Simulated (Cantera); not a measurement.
A closed system holds: 1 mol Al2O3, 0.086 mol Cl2, 0.96 mol H2, equilibrated at 101000 Pa.

Cantera equilibrium calculation (NASA polynomials, part measured and part estimated; ideal gas, pure solids and liquids). Candidate condensed phases: Al, AlCl3, Al2O3, H2O; 29 gas species. Kinetics and transport are ignored. All values below are at 1175 K.

Base state: H2 0.836, HCl 0.164, H2O 0.000187, AlCl3 0.000125 (mole fractions); condensed: Al2O3(s).

Task: What changes in the equilibrium state with this change: Cl2 from 0.086 to 0.28 mol?

Result: 
```tsv
species	before	after
H2	0.836	0.549
HCl	0.164	0.450
H2O	0.000187	0.000629
AlCl3	0.000125	0.000419
Al2O3(s), mol	1.000	1.000
```
